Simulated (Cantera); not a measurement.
# Diamond growth

A diamond (100) surface in a fixed gas of H2 with x(CH4) = 0.016, x(CH3) = 8.3e-05, at 975 K, 8500 Pa; coverages are run to steady state.

Model: the Harris–Goodwin 1993 mechanism for the reconstructed diamond (100) surface, integrated in Cantera.

```json
[
 {"x(H)": "0.0001", "growth (µm/h)": "1.25", "θ c6HH": "0.485", "θ c6H*": "0.0113", "θ c6*H": "0.248", "θ c6**": "0.00313", "θ c6HM": "0.189"},
 {"x(H)": "0.00021", "growth (µm/h)": "1.87", "θ c6HH": "0.520", "θ c6H*": "0.0128", "θ c6*H": "0.282", "θ c6**": "0.00465", "θ c6HM": "0.135"},
 {"x(H)": "0.00045", "growth (µm/h)": "2.45", "θ c6HH": "0.558", "θ c6H*": "0.0142", "θ c6*H": "0.312", "θ c6**": "0.00606", "θ c6HM": "0.0825"},
 {"x(H)": "0.00097", "growth (µm/h)": "2.86", "θ c6HH": "0.586", "θ c6H*": "0.0151", "θ c6*H": "0.332", "θ c6**": "0.00705", "θ c6HM": "0.0446"},
 {"x(H)": "0.0021", "growth (µm/h)": "3.10", "θ c6HH": "0.603", "θ c6H*": "0.0157", "θ c6*H": "0.344", "θ c6**": "0.00763", "θ c6HM": "0.0223"},
 {"x(H)": "0.0044", "growth (µm/h)": "3.22", "θ c6HH": "0.611", "θ c6H*": "0.0160", "θ c6*H": "0.350", "θ c6**": "0.00792", "θ c6HM": "0.0111"},
 {"x(H)": "0.0094", "growth (µm/h)": "3.29", "θ c6HH": "0.616", "θ c6H*": "0.0162", "θ c6*H": "0.353", "θ c6**": "0.00808", "θ c6HM": "0.00529"},
 {"x(H)": "0.02", "growth (µm/h)": "3.32", "θ c6HH": "0.618", "θ c6H*": "0.0165", "θ c6*H": "0.354", "θ c6**": "0.00818", "θ c6HM": "0.00251"},
 {"x(H)": "0.043", "growth (µm/h)": "3.34", "θ c6HH": "0.619", "θ c6H*": "0.0169", "θ c6*H": "0.355", "θ c6**": "0.00827", "θ c6HM": "0.00117"}
]
```
θ: site fractions in the mechanism's names (c6HH fully hydrogenated, c6H* and c6*H radical sites, c6** diradical, c6HM methylated).
